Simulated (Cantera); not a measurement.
An isothermal, constant-pressure homogeneous reactor starts with NO : N₂ = 1 : 0.11 (molar parts), at 2175 K and 13.5 Torr. Integrator tolerance rtol = 1e-08.

Detailed kinetics in Cantera: GRI-Mech 3.0 (53 species, 325 reactions). Radical loss at walls, strong at low pressure, is not modelled.

Task: What does this change do: temperature 2175 to 1500 K?

Result: 
| quantity | before | after |
|---|---|---|
| x(NO) at 200 s | 0.0142 (gas-phase equilibrium 0.0142) | 0.849 (gas-phase equilibrium 0.00150) |
| x(NO₂) at 200 s | 3.62e-6 (gas-phase equilibrium 3.62e-6) | 0.000195 (gas-phase equilibrium 1.57e-6) |
| x(O₂) at 200 s | 0.435 (gas-phase equilibrium 0.435) | 0.0257 (gas-phase equilibrium 0.450) |
| x(N₂O) at 200 s | 8.81e-8 (gas-phase equilibrium 8.81e-8) | 0.000214 (gas-phase equilibrium 1.03e-8) |
| x(N₂) at 200 s | 0.539 (gas-phase equilibrium 0.539) | 0.125 (gas-phase equilibrium 0.549) |
